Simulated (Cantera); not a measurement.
Cantera run, input and output.

```python
import numpy as np
import cantera as ct

gas = ct.Solution("gri30.yaml")
gas.TPX = 425, 100000, {'CH4': 1, 'H2': 0.05, 'O2': 2.05, 'N2': 7.69}
flame = ct.FreeFlame(gas, width=0.04)
flame.set_refine_criteria(ratio=3, slope=0.08, curve=0.16)
flame.transport_model = "mixture-averaged"
flame.solve(loglevel=0, auto=True)
z, T = flame.grid, flame.T
thick = (T[-1] - T[0]) / np.gradient(T, z).max()
show = ['CH4', 'H2', 'O2', 'HO2', 'HCO', 'HCN']
print(f"laminar burning velocity  {flame.velocity[0] * 100:.3f} cm/s")
print(f"burnt temperature         {T[-1]:.1f} K")
print(f"thermal thickness         {thick * 1e3:.4f} mm")
print(f"grid points               {len(z)}")
z0 = z[flame.heat_release_rate.argmax()]
print(f"{'z/mm':>9s}{'T/K':>9s}{'u/(m/s)':>9s}" + "".join(f"{s:>11s}" for s in show))
rows = []
for k in (-3, -2, -1.5, -1, -0.5, -0.25, 0, 0.25, 0.5, 1, 2, 4, 8):
    zz = z0 + k * thick
    rows.append([k * thick, np.interp(zz, z, T), np.interp(zz, z, flame.velocity),
                 *(np.interp(zz, z, flame.X[gas.species_index(s)]) for s in show)])
    print(f"{rows[-1][0] * 1e3:9.3f}{rows[-1][1]:9.1f}{rows[-1][2]:9.3f}" + "".join(f"{x:11.3e}" for x in rows[-1][3:]))
```

It prints:

```
laminar burning velocity  70.744 cm/s
burnt temperature         2289.5 K
thermal thickness         0.3815 mm
grid points               148
     z/mm      T/K  u/(m/s)        CH4         H2         O2        HO2        HCO        HCN
   -1.145    425.1    0.708  9.262e-02  5.121e-03  1.899e-01  3.172e-08  1.957e-18  1.005e-11
   -0.763    426.3    0.711  9.243e-02  6.259e-03  1.896e-01  4.992e-07  1.858e-15  2.306e-10
   -0.572    431.9    0.721  9.192e-02  7.830e-03  1.890e-01  2.960e-06  2.101e-13  1.854e-09
   -0.382    484.8    0.813  8.844e-02  1.136e-02  1.852e-01  3.026e-05  1.627e-10  3.089e-08
   -0.191    892.0    1.517  6.400e-02  1.761e-02  1.533e-01  1.490e-04  3.898e-07  5.418e-07
   -0.095   1326.1    2.277  3.544e-02  2.074e-02  1.116e-01  1.679e-04  1.165e-05  1.488e-06
    0.000   1725.4    2.984  8.279e-03  2.052e-02  6.293e-02  1.037e-04  5.244e-05  3.029e-06
    0.095   1884.7    3.257  5.567e-04  1.577e-02  3.545e-02  1.768e-05  1.630e-05  2.527e-06
    0.191   1931.4    3.324  1.922e-05  1.332e-02  2.636e-02  7.819e-06  8.945e-07  9.675e-07
    0.382   1985.9    3.398  3.298e-08  1.260e-02  2.151e-02  5.762e-06  4.961e-08  1.114e-07
    0.763   2053.3    3.497  8.399e-12  1.148e-02  1.854e-02  4.241e-06  2.874e-08  3.558e-09
    1.526   2128.7    3.609  1.516e-16  9.446e-03  1.564e-02  2.860e-06  1.477e-08  1.362e-11
    3.052   2197.4    3.708  6.314e-17  7.270e-03  1.276e-02  1.867e-06  6.565e-09  3.772e-12
```

Cantera simulation using GRI-Mech 3.0 (53 species, 325 reactions); the numbers are that mechanism's predictions, not measurements. Burning velocities carry a grid error of a few per cent, more on coarse grids.
